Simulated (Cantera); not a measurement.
Charge: 1 mol SiH2Cl2, 360 mol H2, at 1575 K and 170000 Pa.

Method: chemical equilibrium by Gibbs-energy minimisation in Cantera with the NASA 1993 tables (ideal gas, pure condensed phases). Candidate condensed phases: Si; 19 gas species. Rates play no part.

Base state: H2 0.995, HCl 0.00532, SiCl2 9.64e-5, H 3.18e-5 (mole fractions); condensed: Si(s).

**Question.** What changes in the equilibrium state with this change: SiH2Cl2 replaced by SiH4?

**Answer.** 
```csv
species,before,after
H2,0.995,1.000
H,3.18e-5,3.19e-5
HCl,0.00532,0
SiCl2,9.64e-5,0
"Si(s), mol",0.960,0.998
```
